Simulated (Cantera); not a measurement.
Input (Python, Cantera):

```python
import numpy as np
import cantera as ct

gas = ct.Solution("gri30.yaml")
gas.TPX = 550, 101325, {'CH4': 1, 'H2': 0.3, 'O2': 2.44, 'N2': 9.19}
flame = ct.FreeFlame(gas, width=0.04)
flame.set_refine_criteria(ratio=3, slope=0.08, curve=0.16)
flame.transport_model = "mixture-averaged"
flame.solve(loglevel=0, auto=True)
z, T = flame.grid, flame.T
thick = (T[-1] - T[0]) / np.gradient(T, z).max()
show = ['CH4', 'H2', 'O2', 'CH2CO', 'CH2O', 'CH3']
print(f"laminar burning velocity  {flame.velocity[0] * 100:.3f} cm/s")
print(f"burnt temperature         {T[-1]:.1f} K")
print(f"thermal thickness         {thick * 1e3:.4f} mm")
print(f"grid points               {len(z)}")
z0 = z[flame.heat_release_rate.argmax()]
print(f"{'z/mm':>9s}{'T/K':>9s}{'u/(m/s)':>9s}" + "".join(f"{s:>11s}" for s in show))
rows = []
for k in (-3, -2, -1.5, -1, -0.5, -0.25, 0, 0.25, 0.5, 1, 2, 4, 8):
    zz = z0 + k * thick
    rows.append([k * thick, np.interp(zz, z, T), np.interp(zz, z, flame.velocity),
                 *(np.interp(zz, z, flame.X[gas.species_index(s)]) for s in show)])
    print(f"{rows[-1][0] * 1e3:9.3f}{rows[-1][1]:9.1f}{rows[-1][2]:9.3f}" + "".join(f"{x:11.3e}" for x in rows[-1][3:]))
```

It prints:

```
laminar burning velocity  118.097 cm/s
burnt temperature         2274.0 K
thermal thickness         0.3326 mm
grid points               144
     z/mm      T/K  u/(m/s)        CH4         H2         O2      CH2CO       CH2O        CH3
   -0.998    550.1    1.181  7.733e-02  2.318e-02  1.887e-01  1.034e-10  6.248e-08  1.331e-08
   -0.665    551.5    1.184  7.726e-02  2.315e-02  1.886e-01  2.265e-09  1.066e-06  1.541e-07
   -0.499    556.8    1.196  7.695e-02  2.310e-02  1.884e-01  1.727e-08  6.549e-06  7.636e-07
   -0.333    594.6    1.278  7.485e-02  2.301e-02  1.861e-01  2.742e-07  6.278e-05  7.339e-06
   -0.166    908.4    1.968  5.737e-02  2.291e-02  1.627e-01  9.644e-06  5.754e-04  2.502e-04
   -0.083   1293.0    2.823  3.361e-02  2.266e-02  1.268e-01  4.419e-05  9.329e-04  1.409e-03
    0.000   1675.9    3.685  8.872e-03  1.990e-02  8.110e-02  6.575e-05  6.902e-04  1.677e-03
    0.083   1842.4    4.054  7.590e-04  1.412e-02  5.290e-02  1.362e-05  1.237e-04  2.327e-04
    0.166   1894.2    4.154  3.425e-05  1.109e-02  4.273e-02  7.787e-07  6.973e-06  1.158e-05
    0.333   1955.0    4.263  1.103e-07  1.002e-02  3.699e-02  2.750e-09  2.541e-08  4.213e-08
    0.665   2032.2    4.406  3.048e-12  8.890e-03  3.349e-02  1.226e-13  5.310e-11  1.442e-12
    1.330   2115.2    4.562  3.406e-17  6.825e-03  3.066e-02  4.670e-19  3.152e-11  2.172e-16
    2.661   2188.6    4.698  8.912e-18  4.660e-03  2.808e-02  5.554e-20  1.645e-11  5.140e-17
```

Model: GRI-Mech 3.0 (53 species, 325 reactions), integrated in Cantera. Burning velocities carry a grid error of a few per cent, more on coarse grids.
